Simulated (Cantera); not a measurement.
Cantera run, input and output.

```python
import numpy as np
import cantera as ct

gas = ct.Solution("gri30.yaml")
gas.TPX = 1100, 1000000, {'CO': 1, 'H2': 0.71, 'O2': 0.534, 'N2': 2.01, 'CO2': 0.19}
reactor = ct.IdealGasConstPressureReactor(gas, energy="on", clone=False)
net = ct.ReactorNet([reactor])
net.rtol, net.atol = 1e-08, 1e-16
show = ['CO', 'H2', 'O2', 'NO', 'H2O2']
times = np.geomspace(5e-06, 0.3, 13)

steps = ct.SolutionArray(gas, extra=["t"])
rows = []
print(f"{'t/s':>10s}{'T/K':>9s}{'P/Pa':>11s}" + "".join(f"{s:>11s}" for s in show))
for t in times:
    while net.time < t:
        t_next = net.step()
        steps.append(gas.state, t=t_next)
    rows.append([np.interp(t, steps.t, y) for y in (steps.T, steps.P, *steps(*show).X.T)])
    print(f"{t:10.3e}{rows[-1][0]:9.1f}{rows[-1][1]:11.4g}" + "".join(f"{x:11.3e}" for x in rows[-1][2:]))
rate = np.gradient(steps.T, steps.t)
print("integrator steps:", len(steps.t))
if steps.T.max() > steps.T[0] + 200:
    print(f"time of steepest temperature rise: {steps.t[rate.argmax()]:.4e} s")
gas.TPX = 1100, 1000000, {'CO': 1, 'H2': 0.71, 'O2': 0.534, 'N2': 2.01, 'CO2': 0.19}
gas.equilibrate("HP")
print(f"equilibrium (HP): T = {gas.T:.1f} K  " + "  ".join(f"{s} {gas[s].X[0]:.3e}" for s in show))
```

Output:

```
       t/s      T/K       P/Pa         CO         H2         O2         NO       H2O2
 5.000e-06   1100.0      1e+06  2.250e-01  1.598e-01  1.202e-01  2.062e-19  4.674e-10
 1.251e-05   1100.0      1e+06  2.250e-01  1.598e-01  1.202e-01  1.026e-18  3.478e-09
 3.128e-05   1100.0      1e+06  2.250e-01  1.598e-01  1.202e-01  1.073e-17  2.935e-08
 7.825e-05   1100.2      1e+06  2.250e-01  1.598e-01  1.201e-01  7.163e-16  4.783e-07
 1.957e-04   1109.7      1e+06  2.246e-01  1.591e-01  1.195e-01  6.714e-13  7.481e-05
 4.896e-04   2727.8      1e+06  1.468e-01  2.151e-02  1.398e-03  6.049e-04  2.019e-07
 1.225e-03   2721.6      1e+06  1.474e-01  2.171e-02  1.304e-03  1.713e-03  1.927e-07
 3.064e-03   2719.7      1e+06  1.476e-01  2.177e-02  1.276e-03  2.055e-03  1.900e-07
 7.663e-03   2719.6      1e+06  1.476e-01  2.178e-02  1.276e-03  2.061e-03  1.899e-07
 1.917e-02   2719.6      1e+06  1.476e-01  2.178e-02  1.276e-03  2.061e-03  1.899e-07
 4.795e-02   2719.6      1e+06  1.476e-01  2.178e-02  1.276e-03  2.061e-03  1.899e-07
 1.199e-01   2719.6      1e+06  1.476e-01  2.178e-02  1.276e-03  2.061e-03  1.899e-07
 3.000e-01   2719.6      1e+06  1.476e-01  2.178e-02  1.276e-03  2.061e-03  1.899e-07
integrator steps: 1498
time of steepest temperature rise: 3.0779e-04 s
equilibrium (HP): T = 2719.6 K  CO 1.476e-01  H2 2.178e-02  O2 1.276e-03  NO 2.061e-03  H2O2 1.899e-07
```

Cantera simulation using GRI-Mech 3.0 (53 species, 325 reactions); the numbers are that mechanism's predictions, not measurements. The hydrogen kinetics of GRI-Mech 3.0 are dated; newer H2 mechanisms differ, most at raised pressure.
